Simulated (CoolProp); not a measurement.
Vapour-liquid equilibrium of carbonyl sulfide (1) + propane (2) at 2.53 MPa; x and y are mole fractions of (1).

Values from CoolProp's multi-fluid Helmholtz-energy mixture model, Lemmon 2006 and Lemmon 2009; pair parameters Bell 2016.

Give the bubble temperature and the first vapour's composition at x = 0.2, 0.575, 0.8. Is there an azeotrope?

x = 0.2: 338.5 K, y = 0.228; x = 0.575: 333.6 K, y = 0.612; x = 0.8: 330.9 K, y = 0.825. No azeotrope shows between x = 0.05 and 0.95.

The pair parameters rest on a limited set of measurements; away from them the model extrapolates.
